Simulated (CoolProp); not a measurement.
A single-stage vapour-compression cycle with R13: evaporating at 260.15 K (dew point), condensing at 280.15 K (bubble point), superheat 10 K, subcooling 2 K, compressor efficiency 0.65, no pressure losses. Each further row changes one setting.

The numbers come from the reference Helmholtz-energy equation of state, Platzer 1990 in CoolProp. This equation is an older, rougher fit; its heat capacities, sound speeds and derivatives of the liquid may be far off and weren't checked against measurements.

```tsv
case	cooling COP	pressure ratio	discharge temperature (K)	refrigerating effect (kJ/kg)	volumetric capacity (kJ/m³)
as stated	6.65	1.68	300.9	90.6	7450
evaporating temperature 265.15 K	9.24	1.47	298.1	91.7	8720
condensing temperature 275.15 K	9.34	1.49	[?]	[?]	7970
subcooling 7 K	7.13	1.68	300.9	[?]	[?]
superheat 20 K	6.68	1.68	[?]	[?]	[?]
compressor efficiency 0.55	5.63	1.68	303.6	90.6	7450
```

Some entries are withheld; supply them.


- condensing temperature 275.15 K, discharge temperature (K): 293.4
- condensing temperature 275.15 K, refrigerating effect (kJ/kg): 96.9
- subcooling 7 K, refrigerating effect (kJ/kg): 97.1
- subcooling 7 K, volumetric capacity (kJ/m³): 7990
- superheat 20 K, discharge temperature (K): 311.1
- superheat 20 K, refrigerating effect (kJ/kg): 98.4
- superheat 20 K, volumetric capacity (kJ/m³): 7520
